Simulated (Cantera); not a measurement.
A closed system holds: 1 mol Al, a varied amount of HCl, 840 mol H₂, at 1173.15 K and 20.0 Pa.

Method: chemical equilibrium by Gibbs-energy minimisation in Cantera with the NASA 1993 tables (ideal gas, pure condensed phases). Candidate condensed phases: Al, AlCl₃; 12 gas species. Kinetics and transport are ignored.

### Question
Which condensed phases are stable at each of these points (n(HCl) (mol)): 0.51, 0.8, 1.1, 1.4, 1.7, 2, 2.3?

### Answer
```json
[
 {"n(HCl) (mol)": "0.51", "condensed phases": "Al(l)", "Al condensed (%)": "43.1"},
 {"n(HCl) (mol)": "0.8", "condensed phases": "Al(l)", "Al condensed (%)": "14.1"},
 {"n(HCl) (mol)": "1.1", "condensed phases": "gas only", "Al condensed (%)": "0.0"},
 {"n(HCl) (mol)": "1.4", "condensed phases": "gas only", "Al condensed (%)": "0.0"},
 {"n(HCl) (mol)": "1.7", "condensed phases": "gas only", "Al condensed (%)": "0.0"},
 {"n(HCl) (mol)": "2", "condensed phases": "gas only", "Al condensed (%)": "0.0"},
 {"n(HCl) (mol)": "2.3", "condensed phases": "gas only", "Al condensed (%)": "0.0"}
]
```

From 0.51 mol HCl to 0.8 mol HCl the condensed part is Al(l). From 1.1 mol HCl to 2.3 mol HCl nothing is condensed.
